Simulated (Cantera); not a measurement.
A closed system holds: 1 mol BCl3, 4.9 mol O2, 5.3 mol N2, held at 1827 °C and 10.0 Torr.

Cantera equilibrium calculation (NASA polynomials, part measured and part estimated; ideal gas, pure solids and liquids). Candidate condensed phases: B, BN, B2O3; 25 gas species. The tables' values for BOCl are old estimates; treat these amounts as uncertain. Equilibrium is a limit: real reactors are often held back by kinetics, nucleation or transport.

Base state: N2 0.402, O2 0.307, Cl 0.225, B2O3 0.0270, BO2 0.0190, NO 0.00859, O 0.00667, BOCl 0.00352 (mole fractions); condensed: gas only.

What changes in the equilibrium state with this change: temperature from 1827 °C to 1375 °C?


```tsv
species	before	after
N2	0.402	0.422
O2	0.307	0.331
Cl	0.225	0.190
Cl2	0.000599	0.0228
BO2	0.0190	0.00221
B2O3	0.0270	0.0252
BO	0.000125	1.87e-7
O	0.00667	0.000126
B2O3(l), mol	0	0.144
```
